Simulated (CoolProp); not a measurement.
Vapour-liquid equilibrium of nitrogen (1) + methane (2) at -177.05 °C; x and y are mole fractions of (1).

Model: multi-fluid Helmholtz-energy mixture model, Span 2000 and Setzmann 1991; pair parameters Kunz 2012, in CoolProp.

| x | bubble pressure, mixture model (MPa) | bubble pressure, Raoult's law (MPa) | y, mixture model | y, Raoult's law |
|---|---|---|---|---|
| 0.05 | 0.07781 | 0.05074 | 0.715 | 0.579 |
| 0.2 | 0.2024 | 0.1355 | ___ | 0.867 |
| 0.35 | ___ | 0.2203 | ___ | 0.934 |
| 0.5 | ___ | 0.3050 | 0.953 | 0.963 |
| 0.65 | 0.4174 | 0.3898 | 0.966 | 0.980 |
| 0.8 | ___ | 0.4745 | 0.979 | 0.991 |
| 0.95 | 0.5577 | 0.5593 | ___ | 0.998 |

**Question.** Complete the blanks.

**Answer.** 
- 0.2, y, mixture model: 0.898
- 0.35, bubble pressure, mixture model (MPa): 0.2888
- 0.35, y, mixture model: 0.935
- 0.5, bubble pressure, mixture model (MPa): 0.3563
- 0.8, bubble pressure, mixture model (MPa): 0.4815
- 0.95, y, mixture model: 0.994

The largest gap from Raoult's law is +53.4 % in bubble pressure, at x = 0.05. No azeotrope shows between x = 0.05 and 0.95.

The pair parameters rest on a limited set of measurements; away from them the model extrapolates. With so large a gap from Raoult's law the liquid may split in two, which this calculation doesn't test in full.
